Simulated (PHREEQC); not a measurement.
A solution holds 0.11 mol CdCl2, 0.027 mol MgSO4 and 0.00018 mol NaCl per kg of water, at 20 °C. Closed to the air; pH follows from the charge balance.

Model: ion-association model, wateq4f.dat, run in PHREEQC.

| quantity | before | after |
|---|---|---|
| pH | 5.49 | 5.39 |
| ionic strength (mol/kgw) | 0.203 | 0.132 |
| CdCl2 (mol/kgw) | 0.0162 | 0.0178 |
| CdCl3- (mol/kgw) | 0.00112 | 0.00115 |
| CdOHCl (mol/kgw) | 5.34e-6 | 4.80e-6 |
| CdOH+ (mol/kgw) | 1.45e-7 | 1.28e-7 |
| SI of CdOHCl (CdOHCl) | -1.41 | -1.46 |
| SI of Halite (NaCl) | -6.52 | -6.51 |

Name the change that produced these shifts.
A) MgSO4 left out
B) 0.023 mol/kgw Na2SO4 added
C) NaCl replaced by Na2B4O7 at the same molality
D) temperature from 20 to 70 °C
E) MgSO4 from 0.027 to 0.0243 mol/kgw

A, MgSO4 left out

Precipitation was switched off in this run.
